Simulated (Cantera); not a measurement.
Cantera with NASA thermochemical tables; ideal gases at 1 bar, condensed phases pure. Values are per mole of reaction as written; species without (g) are pure solids or liquids, kept so even where they would boil at 1 bar.

Question: Between 300 and 1723 K, where is each reaction favourable under standard conditions?
- C₆H₆(g) + 3 TaO₂(g) → 3 Ta + 6 CO(g) + 3 H₂(g)

Answer: 
- C₆H₆(g) + 3 TaO₂(g) → 3 Ta + 6 CO(g) + 3 H₂(g): ΔG° is -321 kJ at 300 K and -1242 kJ at 1723 K; it stays negative (K > 1). ΔH° is -127 kJ and ΔS° 647 J/K at 1723 K.
